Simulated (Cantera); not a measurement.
Low-pressure radical oxidation in H2/O2

An isothermal, constant-pressure homogeneous reactor starts with H2 : O2 : N2 = 0.23 : 1 : 0.29 (molar parts), at 1425 K and 0.0260 bar.

Model: the H2/O2 subset of GRI-Mech 3.0, which has no nitrogen chemistry, integrated in Cantera. Radical loss at walls, strong at low pressure, is not modelled. The temperature is held fixed by assumption; the heat of reaction is taken as removed at once.

| t (s) | x H2 | x O2 | x HO2 | x H2O | x H2O2 | x OH | x O |
|---|---|---|---|---|---|---|---|
| 1.00e-6 | 0.151 | 0.658 | 6.38e-9 | 9.09e-12 | <1e-12 | 2.17e-10 | 2.20e-10 |
| 3.73e-6 | 0.151 | 0.658 | 2.38e-8 | 4.29e-10 | 5.67e-12 | 2.68e-9 | 2.78e-9 |
| 1.39e-5 | 0.151 | 0.658 | 8.86e-8 | 1.72e-8 | 7.80e-11 | 2.75e-8 | 3.07e-8 |
| 5.18e-5 | 0.151 | 0.658 | 3.30e-7 | 7.36e-7 | 1.05e-9 | 3.72e-7 | 4.51e-7 |
| 0.000193 | 0.150 | 0.657 | 1.67e-6 | 0.000614 | 1.36e-8 | 0.000220 | 0.000271 |
| 0.000720 | 0.00720 | 0.559 | 6.78e-6 | 0.118 | 2.52e-7 | 0.0143 | 0.0708 |
| 0.00268 | 0.00614 | 0.572 | 6.93e-6 | 0.127 | 2.60e-7 | 0.0134 | 0.0575 |
| 0.0100 | 0.00318 | 0.602 | 6.53e-6 | 0.147 | 2.43e-7 | 0.00987 | 0.0271 |
| 0.0373 | 0.000495 | 0.625 | 3.02e-6 | 0.160 | 1.20e-7 | 0.00395 | 0.00401 |
| 0.139 | 4.33e-5 | 0.629 | 5.13e-7 | 0.163 | 3.27e-8 | 0.00118 | 0.000349 |
| 0.518 | 5.39e-6 | 0.630 | 1.26e-7 | 0.163 | 8.56e-9 | 0.000417 | 4.36e-5 |
| 1.93 | 1.20e-6 | 0.630 | 1.18e-7 | 0.164 | 3.26e-9 | 0.000197 | 9.74e-6 |
| 7.20 | 8.48e-7 | 0.630 | 1.29e-7 | 0.164 | 2.76e-9 | 0.000166 | 6.88e-6 |
| 26.8 | 8.47e-7 | 0.630 | 1.29e-7 | 0.164 | 2.76e-9 | 0.000165 | 6.87e-6 |
| 100 | 8.47e-7 | 0.630 | 1.29e-7 | 0.164 | 2.76e-9 | 0.000165 | 6.87e-6 |
x: mole fraction; the columns are a selection and need not sum to one.

Equilibrium at this temperature and pressure: H2 8.47e-7, O2 0.630, HO2 1.29e-7, H2O 0.164, H2O2 2.76e-9, OH 0.000165, O 6.87e-6 (gas phase only).
